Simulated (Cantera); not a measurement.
A counterflow diffusion flame at 120000 Pa, nozzles 20 mm apart: fuel side 100 % H2 at 548 K, oxidiser side 26.0 % O2, 74.0 % N2 at 750 K, fuel mass flux 0.32 times the oxidiser's; mixture-averaged transport, no radiation.

Cantera simulation using the H2/O2 subset of GRI-Mech 3.0, which has no nitrogen chemistry; the numbers are that mechanism's predictions, not measurements. The maximum strain rate includes the flame's own expansion and is several times the mean.

x: mole fraction; the columns are a selection and need not sum to one.

```tsv
oxidiser flux (kg/m²/s)	max strain (1/s)	mean strain (1/s)	T max (K)	peak x OH	peak x H	peak x H2O	peak x HO2
0.72	1080	281	2760	0.0346	0.0253	0.307	[?]
0.95	1430	371	2739	0.0346	0.0265	0.306	[?]
1.3	1930	508	2707	0.0347	0.0281	0.304	[?]
1.7	2520	664	2672	0.0347	0.0297	0.302	[?]
2.2	3240	860	2632	0.0347	0.0316	0.300	[?]
2.9	4230	1130	2585	0.0345	0.0343	0.297	[?]
3.8	5550	1480	2530	0.0342	0.0371	0.294	[?]
5.1	7430	1990	2470	0.0336	0.0407	0.291	[?]
```

Complete the blanks.


- 0.72, peak x HO2: 3.62e-5
- 0.95, peak x HO2: 4.43e-5
- 1.3, peak x HO2: 5.42e-5
- 1.7, peak x HO2: 6.35e-5
- 2.2, peak x HO2: 7.40e-5
- 2.9, peak x HO2: 8.60e-5
- 3.8, peak x HO2: 9.88e-5
- 5.1, peak x HO2: 0.000113
